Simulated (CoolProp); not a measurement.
Saturation properties of R1234ze(E) (Tc = 109.4 °C, pc = 36.35 bar, ω = 0.313).

Model: reference Helmholtz-energy equation of state, Thol 2016, in CoolProp.

| T (°C) | p (bar) | enthalpy of vaporisation (kJ/kg) | liquid viscosity (µPa s) |
|---|---|---|---|
| -15.55 | … | 193.6 | 314 |
| -7.65 | 1.619 | 188.9 | … |
| 0.25 | 2.186 | 184.0 | 255 |
| 8.15 | 2.895 | 178.9 | 231 |
| 16.15 | 3.780 | 173.4 | 209 |
| 24.05 | … | 167.6 | 190 |
| 31.95 | 6.119 | 161.5 | 172 |
| 39.85 | 7.633 | 154.9 | 157 |
| 47.85 | 9.437 | 147.7 | 142 |
| 55.75 | 11.52 | 140.0 | 128 |
| 63.65 | 13.92 | 131.4 | 116 |
| 71.55 | 16.68 | 121.9 | … |
| 79.55 | 19.88 | 110.9 | 93.5 |
| 87.45 | … | 98.09 | 83.0 |
| 95.35 | … | … | … |

Some entries are withheld; supply them.


- -15.55, p (bar): 1.173
- -7.65, liquid viscosity (µPa s): 283
- 24.05, p (bar): 4.844
- 71.55, liquid viscosity (µPa s): 104
- 87.45, p (bar): 23.49
- 95.35, p (bar): 27.59
- 95.35, enthalpy of vaporisation (kJ/kg): 82.25
- 95.35, liquid viscosity (µPa s): 72.6

It boils at -19.0 °C under 1 atm.

Viscosity comes from a separate model (Bell 2016), an estimate that may be off by 10 % or more.
